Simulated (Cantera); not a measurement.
An isothermal, constant-pressure homogeneous reactor starts with 16.0 % H₂, 84.0 % O₂, equivalence ratio 0.095, at 1300 K and 0.0263 atm.

Detailed kinetics in Cantera: the H2/O2 subset of GRI-Mech 3.0, which has no nitrogen chemistry. Radical loss at walls, strong at low pressure, is not modelled. The temperature is held fixed by assumption; the heat of reaction is taken as removed at once.

One state of this run: x H₂ = 1.39e-5; x O₂ = 0.826; x H₂O₂ = 4.96e-8; x HO₂ = 4.88e-7; x O = 0.000131. x: mole fraction; the columns are a selection and need not sum to one.

Problem. Which value of t (s) does it belong to?
A) 0.00796
B) 2.00e-6
C) 0.126
D) 0.502

Solution. C, 0.126
